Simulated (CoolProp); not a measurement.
Vapour-liquid equilibrium of dimethyl ether (1) + n-hexane (2) at 0.632 MPa; x and y are mole fractions of (1).

The numbers come from the multi-fluid Helmholtz-energy mixture model, Wu 2011 and Thol 2019; pair parameters Bell 2016 in CoolProp.

| x | bubble temperature (°C) | y at the bubble point | dew temperature at overall composition x (°C) | liquid density (mol/L) |
|---|---|---|---|---|
| 0.05 | 124.1 | 0.301 | 138.6 | 6.561 |
| 0.15 | 95.4 | 0.664 | 133.1 | 7.287 |
| 0.25 | 75.7 | 0.820 | 127.2 | 7.950 |
| 0.35 | 62.6 | 0.891 | 120.9 | 8.588 |
| 0.45 | 53.5 | 0.928 | 113.9 | 9.236 |
| 0.55 | 46.8 | 0.950 | 106.0 | 9.924 |
| 0.65 | 41.5 | 0.965 | 96.8 | 10.68 |
| 0.75 | 37.1 | 0.977 | 85.6 | 11.52 |
| 0.85 | 33.1 | 0.987 | 70.6 | 12.49 |
| 0.95 | 29.3 | 0.996 | 46.7 | 13.63 |

No azeotrope shows between x = 0.05 and 0.95.

Pair parameters are fitted to limited data, so mixtures are less certain than the pure fluids. The gap from Raoult's law changes sign with composition, which may be real or a fault of the pair parameters; it wasn't checked against measurements.
